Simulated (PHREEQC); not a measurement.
Consider water at 25 °C with 64 mmol/kgw HNO3, 3.9 mmol/kgw ZnSO4 and 0.051 mmol/kgw MnSO4. Closed to the air; pH follows from the charge balance.

The numbers come from PHREEQC with the ion-association model, phreeqc.dat.

```json
[
 {"quantity": "pH", "before": "1.29", "after": "1.27"},
 {"quantity": "ionic strength (mol/kgw)", "before": "0.0737", "after": "0.0641"},
 {"quantity": "HSO4- (mol/kgw)", "before": "0.00273", "after": "3.75e-5"},
 {"quantity": "SO4-2 (mol/kgw)", "before": "0.00106", "after": "1.34e-5"},
 {"quantity": "Mn+2 (mol/kgw)", "before": "4.92e-5", "after": "5.08e-5"},
 {"quantity": "MnSO4 (mol/kgw)", "before": "1.64e-6", "after": "2.32e-8"},
 {"quantity": "SI of Pyrochroite (Mn(OH)2)", "before": "-17.29", "after": "-17.31"}
]
```

What was changed between the two runs?
A. HNO3 from 0.064 to 0.032 mol/kgw
B. ZnSO4 left out
C. ZnSO4 from 0.0039 to 0.00195 mol/kgw
D. HNO3 from 0.064 to 0.128 mol/kgw
E. ZnSO4 from 0.0039 to 0.039 mol/kgw

B, ZnSO4 left out

No solid was allowed to form.
